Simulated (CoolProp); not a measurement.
Hexamethyldisiloxane (MM) along the isotherm 346.85 °C: density (kg/m³) from the reference equation and from simpler models built on Tc = 245.6 °C, pc = 19.31 bar, ω = 0.418; each cubic takes its own stable root.

Computed with CoolProp (reference Helmholtz-energy equation of state, Thol 2016).

```csv
p (bar),phase,reference
0.805,gas,2.556
1.61,gas,5.152
2.41,gas,7.773
3.22,gas,10.47
4.02,gas,13.18
4.83,gas,15.97
5.63,gas,18.77
6.44,gas,21.65
7.24,gas,24.55
8.05,gas,27.53
8.85,gas,30.53
9.66,gas,33.62
```

**Question.** How far does each simpler model (ideal gas, van der Waals, Redlich-Kwong, Soave-Redlich-Kwong) lie from the reference over these 12 states: mean and median of the absolute difference, and the worst?

**Answer.** 
- ideal gas: mean 5.1 %, median 5.1 %, worst -9.5 % at 346.85 °C and 9.66 bar
- van der Waals: mean 0.3 %, median 0.2 %, worst +0.9 % at 346.85 °C and 9.66 bar
- Redlich-Kwong: mean 0.5 %, median 0.5 %, worst +1.1 % at 346.85 °C and 9.66 bar
- Soave-Redlich-Kwong: mean 0.6 %, median 0.5 %, worst -1.1 % at 346.85 °C and 9.66 bar
